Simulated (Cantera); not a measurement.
## Fe + H2O + N2 (chemical vapour transport)

A closed system holds: 1 mol Fe, 0.026 mol H2O, 2.1 mol N2, held at 0.190 bar.

These are equilibrium values from Cantera (NASA tables, ideal gas, pure condensed phases), not measurements of a reactor. Candidate condensed phases: Fe, FeO, Fe(OH)2, Fe(OH)3, Fe2O3, Fe3O4, H2O; 27 gas species. Mutual solubility and eutectic melting of coexisting phases are not modelled. The tables' stoichiometric FeO is somewhat more stable than real wüstite, so its field is too wide. FeO: taken at fixed stoichiometry. Rates play no part.

```tsv
T (°C)	x N2	x H2	x H2O	x H	n Fe(α)	n FeO(s)	n Fe(γ)
675	0.988	0.0106	0.00165	1.24e-10	0.978	0.0225	0
750	0.988	0.0103	0.00194	9.63e-10	0.978	0.0219	0
825	0.988	0.00998	0.00225	5.67e-9	0.979	0.0212	0
900	0.988	0.00968	0.00255	2.66e-8	0.979	0.0206	0
975	0.988	0.00939	0.00283	1.04e-7	0	0.0200	0.980
1050	0.988	0.00913	0.00310	3.48e-7	0	0.0194	0.981
1125	0.988	0.00890	0.00333	1.02e-6	0	0.0189	0.981
1200	0.988	0.00869	0.00354	2.71e-6	0	0.0185	0.982
1275	0.988	0.00850	0.00372	6.51e-6	0	0.0181	0.982
```
x: gas mole fraction; n: condensed amount in mol.

From 675 °C to 900 °C the condensed part is Fe(α) + FeO(s). From 975 °C to 1275 °C the condensed part is Fe(γ) + FeO(s).
